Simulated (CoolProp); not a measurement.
Vapour-liquid equilibrium of R152A (1) + R227EA (2) at 0.0187 MPa; x and y are mole fractions of (1).

Values from CoolProp's multi-fluid Helmholtz-energy mixture model, Outcalt 1996 and Lemmon 2016; pair parameters Bell 2016.

```csv
x,"bubble temperature, mixture model (K)","bubble temperature, Raoult's law (K)","y, mixture model","y, Raoult's law"
0.05,223.5,223.3,0.065,0.074
0.2,222.4,222.1,0.275,0.276
0.35,221.0,220.9,0.470,0.451
0.5,219.6,219.9,0.628,0.605
0.65,218.4,218.8,0.752,0.741
0.8,217.5,217.9,0.858,0.861
0.95,216.9,217.0,0.962,0.967
```

The largest gap from Raoult's law is -0.4 K in bubble temperature, at x = 0.65. No azeotrope shows between x = 0.05 and 0.95.

Pair parameters are fitted to limited data, so mixtures are less certain than the pure fluids. The gap from Raoult's law changes sign with composition, which may be real or a fault of the pair parameters; it wasn't checked against measurements.
